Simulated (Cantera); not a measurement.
# Fluorocarbon and chlorocarbon gases: CH2F2 + H2

Input: 1 mol CH2F2, 8.1 mol H2, at 2.50 mbar.

Cantera equilibrium calculation (NASA polynomials, part measured and part estimated; ideal gas, pure solids and liquids). Candidate condensed phases: C, C6H6, C7H8, C8H18; 95 gas species. Rates play no part.

```csv
T (K),log p H2,log p HF,log p H,log p C2H2 (acetylene),log p F,log p C2H,n C(graphite)
1723,-2.70,-3.31,-5.09,-6.74,-9.65,-11.34,0.999
1773,-2.70,-3.31,-4.90,-6.55,-9.34,-10.86,0.998
1823,-2.70,-3.31,-4.71,-6.38,-9.05,-10.40,0.997
1873,-2.70,-3.31,-4.54,-6.21,-8.77,-9.98,0.995
1923,-2.71,-3.31,-4.38,-6.05,-8.51,-9.57,0.993
1973,-2.71,-3.31,-4.22,-5.90,-8.26,-9.19,0.990
2023,-2.71,-3.31,-4.08,-5.76,-8.02,-8.82,0.986
2073,-2.72,-3.32,-3.94,-5.63,-7.80,-8.48,0.981
2123,-2.73,-3.32,-3.81,-5.51,-7.58,-8.15,0.974
2173,-2.74,-3.32,-3.69,-5.40,-7.37,-7.84,0.966
2223,-2.76,-3.33,-3.57,-5.29,-7.18,-7.54,0.956
2273,-2.77,-3.34,-3.46,-5.20,-6.99,-7.26,0.944
2323,-2.79,-3.35,-3.36,-5.11,-6.81,-7.00,0.930
```
log p: log10 of the partial pressure in bar; n: condensed amount in mol.

From 1723 K to 2323 K the condensed part is C(graphite). The main C-bearing gas is C2H2 (acetylene) throughout. The share of C in condensed phases is highest at 1723 K (99.9 %) and lowest at 2323 K (93.0 %).
